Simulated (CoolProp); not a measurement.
Saturation properties of nitrous oxide.

Computed with CoolProp (reference Helmholtz-energy equation of state, Lemmon 2006). It is a short technical equation, of lower accuracy than the large ones.

```json
[
 {"T (°C)": "-77.15", "p (kPa)": "190.6", "liquid density (kg/m³)": "1197", "enthalpy of vaporisation (kJ/kg)": "361.2", "liquid cp (kJ/(kg K))": "1.731", "vapour Z": "0.9589", "surface tension (mN/m)": "21.2"},
 {"T (°C)": "-68.35", "p (kPa)": "294.9", "liquid density (kg/m³)": "1169", "enthalpy of vaporisation (kJ/kg)": "350.5", "liquid cp (kJ/(kg K))": "1.746", "vapour Z": "0.9440", "surface tension (mN/m)": "19.2"},
 {"T (°C)": "-59.45", "p (kPa)": "440.0", "liquid density (kg/m³)": "1141", "enthalpy of vaporisation (kJ/kg)": "339.0", "liquid cp (kJ/(kg K))": "1.768", "vapour Z": "0.9259", "surface tension (mN/m)": "17.3"},
 {"T (°C)": "-50.65", "p (kPa)": "631.3", "liquid density (kg/m³)": "1112", "enthalpy of vaporisation (kJ/kg)": "326.9", "liquid cp (kJ/(kg K))": "1.797", "vapour Z": "0.9048", "surface tension (mN/m)": "15.4"},
 {"T (°C)": "-41.75", "p (kPa)": "881.9", "liquid density (kg/m³)": "1081", "enthalpy of vaporisation (kJ/kg)": "313.7", "liquid cp (kJ/(kg K))": "1.835", "vapour Z": "0.8801", "surface tension (mN/m)": "13.5"},
 {"T (°C)": "-32.95", "p (kPa)": "1196", "liquid density (kg/m³)": "1049", "enthalpy of vaporisation (kJ/kg)": "299.7", "liquid cp (kJ/(kg K))": "1.884", "vapour Z": "0.8522", "surface tension (mN/m)": "11.7"},
 {"T (°C)": "-24.05", "p (kPa)": "1590", "liquid density (kg/m³)": "1015", "enthalpy of vaporisation (kJ/kg)": "284.1", "liquid cp (kJ/(kg K))": "1.949", "vapour Z": "0.8202", "surface tension (mN/m)": "9.91"},
 {"T (°C)": "-15.25", "p (kPa)": "2065", "liquid density (kg/m³)": "978.1", "enthalpy of vaporisation (kJ/kg)": "267.2", "liquid cp (kJ/(kg K))": "2.034", "vapour Z": "0.7843", "surface tension (mN/m)": "8.20"},
 {"T (°C)": "-6.35", "p (kPa)": "2643", "liquid density (kg/m³)": "938.1", "enthalpy of vaporisation (kJ/kg)": "248.0", "liquid cp (kJ/(kg K))": "2.154", "vapour Z": "0.7432", "surface tension (mN/m)": "6.53"},
 {"T (°C)": "2.55", "p (kPa)": "3331", "liquid density (kg/m³)": "893.9", "enthalpy of vaporisation (kJ/kg)": "226.1", "liquid cp (kJ/(kg K))": "2.332", "vapour Z": "0.6962", "surface tension (mN/m)": "4.93"}
]
```

It boils at -88.5 °C under 1 atm.

Surface tension comes from a separate correlation (Mulero 2012).
